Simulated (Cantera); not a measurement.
An isothermal, constant-pressure homogeneous reactor starts with 23.7 % N2O, 0.450 % H2, 75.8 % N2, at 1350 K and 10.00 Torr.

Computed with Cantera and GRI-Mech 3.0 (53 species, 325 reactions). GRI-Mech 3.0 was tuned for natural gas; its chemistry of N2O as a main component is partial and can be far from experiment. Radical loss at walls, strong at low pressure, is not modelled. The mechanism lacks the step 2 NO + O2 → 2 NO2, which can matter for NO2 below about 1400 K. The temperature is held fixed by assumption; the heat of reaction is taken as removed at once.

x: mole fraction; the columns are a selection and need not sum to one.

| t (s) | x N2O | x H2 | x H2O | x H2O2 | x HO2 |
|---|---|---|---|---|---|
| 0.000500 | 0.237 | 0.00450 | 2.98e-7 | <1e-12 | 3.80e-9 |
| 0.00149 | 0.237 | 0.00449 | ? | 3.39e-11 | ? |
| 0.00442 | 0.237 | 0.00440 | 8.79e-5 | 1.28e-9 | 9.52e-7 |
| 0.0131 | 0.236 | 0.00376 | 0.000700 | 1.31e-8 | 3.44e-6 |
| 0.0390 | 0.233 | 0.00185 | 0.00261 | 1.56e-8 | 4.06e-6 |
| 0.116 | 0.230 | 0.000330 | 0.00414 | 8.86e-9 | 2.97e-6 |
| 0.345 | 0.223 | 1.45e-5 | 0.00446 | 2.11e-9 | 1.33e-6 |
| 1.02 | 0.206 | 1.51e-7 | 0.00444 | 6.09e-10 | 6.06e-7 |
| 3.05 | 0.164 | 1.47e-7 | 0.00435 | 2.13e-10 | 2.17e-7 |
| 9.05 | 0.0842 | 1.82e-7 | 0.00419 | 1.26e-10 | 5.48e-8 |
| 26.9 | 0.0129 | 2.37e-7 | 0.00405 | 1.00e-10 | 6.96e-9 |
| 80.0 | ? | ? | 0.00403 | 2.40e-11 | ? |

Question: What belongs in the gaps?

Answer: 
- 0.00149, x H2O: 6.35e-6
- 0.00149, x HO2: 7.96e-8
- 80.0, x N2O: 0.000166
- 80.0, x H2: 5.60e-8
- 80.0, x HO2: 1.79e-9
